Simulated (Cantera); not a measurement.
**Hydrocarbon pyrolysis for carbon deposition**

A perfectly stirred reactor is fed with C2H6 : N2 = 1 : 26 (molar parts), at 12.0 Pa; it is held at 1550 K, and followed from long to short residence time.

Cantera simulation using GRI-Mech 3.0 (53 species, 325 reactions); the numbers are that mechanism's predictions, not measurements. GRI-Mech 3.0 stops at C3 and has no aromatics, soot or wall deposition, so with more carbon than oxygen in the feed, carbon stays in small species such as C2H2 where larger ones or solid carbon would form. Radical loss at walls, strong at low pressure, is not modelled.

```json
[
 {"τ (s)": "0.95", "x C2H6": "0.00388", "x H2": "0.0326", "x CH3": "0.00536", "x CH4": "0.0102", "x CH2": "1.60e-5"},
 {"τ (s)": "0.22", "x C2H6": "0.0134", "x H2": "0.0165", "x CH3": "0.00841", "x CH4": "0.00530", "x CH2": "1.87e-5"},
 {"τ (s)": "0.053", "x C2H6": "0.0293", "x H2": "0.00342", "x CH3": "0.00603", "x CH4": "0.000856", "x CH2": "9.46e-6"},
 {"τ (s)": "0.012", "x C2H6": "0.0359", "x H2": "0.000106", "x CH3": "0.00186", "x CH4": "5.66e-5", "x CH2": "8.99e-7"},
 {"τ (s)": "0.0029", "x C2H6": "0.0368", "x H2": "1.00e-6", "x CH3": "0.000480", "x CH4": "3.52e-6", "x CH2": "2.02e-8"},
 {"τ (s)": "0.00069", "x C2H6": "0.0370", "x H2": "1.06e-8", "x CH3": "0.000116", "x CH4": "2.02e-7", "x CH2": "2.84e-10"},
 {"τ (s)": "0.00016", "x C2H6": "0.0370", "x H2": "3.40e-10", "x CH3": "2.69e-5", "x CH4": "1.09e-8", "x CH2": "3.19e-12"}
]
```
x: mole fraction; the columns are a selection and need not sum to one.
